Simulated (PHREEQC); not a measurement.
Consider water at 70 °C with 0.84 mol/kgw NH4Br. Closed to the air; pH follows from the charge balance.

All values are PHREEQC results (ion-association model, wateq4f.dat), not measurements.

Each row changes one thing in this solution. Precipitation was switched off in this run.

```tsv
case	pH	ionic strength (mol/kgw)
as made	4.20	0.840
0.34 mol/kgw Na2SO4 added	4.60	1.41
NH4Br replaced by CsBr at the same molality	6.36	0.840
NH4Br from 0.84 to 0.084 mol/kgw	4.66	0.0840
diluted 2-fold with water	4.35	0.420
```

The ionic strength passes 0.7 mol/kgw, the rough limit of the ion-association models, in as made; 0.34 mol/kgw Na2SO4 added; NH4Br replaced by CsBr at the same molality. Species that the database lacks are ignored. Constants without temperature data keep their 25 °C values here.
